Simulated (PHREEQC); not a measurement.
A solution holds 0.004 mol Cu(BF4)2, 3.1e-05 mol HCl and 0.11 mol NaCl per kg of water, at 25 °C. Closed to the air; pH follows from the charge balance.

The numbers come from PHREEQC with the ion-association model, phreeqc.dat.

Each row changes one thing in this solution. No solid was allowed to form.

```
case                                     pH  ionic strength (mol/kgw)  CuCl+ (mol/kgw)  NaF (mol/kgw)  CuF+ (mol/kgw)  CuCl2 (mol/kgw)  SI of Halite (NaCl)
-------------------------------------  ----  ------------------------  ---------------  -------------  --------------  ---------------  -------------------
as made                                2.92                     0.122         0.000393        8.67e-5         5.76e-5          1.28e-5                -3.72
HCl left out                           2.92                     0.122         0.000393        8.73e-5             [?]              [?]                -3.72
NaCl from 0.11 to 0.055 mol/kgw        2.93                    0.0677         0.000241        4.75e-5             [?]          4.42e-6                -4.28
Cu(BF4)2 from 0.004 to 0.0044 mol/kgw  2.91                     0.124         0.000431        8.77e-5         6.40e-5              [?]                -3.73
```

Q: Fill in the missing entries.

A: 
- HCl left out, CuF+ (mol/kgw): 5.80e-5
- HCl left out, CuCl2 (mol/kgw): 1.27e-5
- NaCl from 0.11 to 0.055 mol/kgw, CuF+ (mol/kgw): 7.03e-5
- Cu(BF4)2 from 0.004 to 0.0044 mol/kgw, CuCl2 (mol/kgw): 1.40e-5

Real BF4- forms and hydrolyses slowly; the run takes it at equilibrium.
